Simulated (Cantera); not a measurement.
**Thermodynamics of carbothermic reduction, feed MgO + CO**

Charge: 1 mol MgO, 1.4 mol CO, equilibrated at 49.0 mbar.

These are equilibrium values from Cantera (NASA tables, ideal gas, pure condensed phases), not measurements of a reactor. Candidate condensed phases: C, Mg, MgCO3, MgO; 15 gas species. The numbers say what is thermodynamically allowed, not how fast it happens.

From 1523 K to 2323 K the condensed part is MgO(s). The main Mg-bearing gas is Mg throughout.

```tsv
T (K)	log p CO	log p Mg	log p CO2	log p MgO	log p O	n MgO(s)
1523	-1.31	-5.24	-5.24	-13.05	<-13	1.000
1623	-1.31	-4.76	-4.76	-11.66	-12.74	1.000
1723	-1.31	-4.34	-4.34	-10.44	-11.32	0.999
1823	-1.31	-3.97	-3.97	-9.35	-10.06	0.997
1923	-1.31	-3.63	-3.63	-8.37	-8.93	0.993
2023	-1.32	-3.33	-3.33	-7.49	-7.91	0.987
2123	-1.33	-3.06	-3.06	-6.70	-6.98	0.975
2223	-1.34	-2.82	-2.82	-5.97	-6.14	0.956
2323	-1.36	-2.61	-2.61	-5.32	-5.37	0.925
```
log p: log10 of the partial pressure in bar; n: condensed amount in mol.
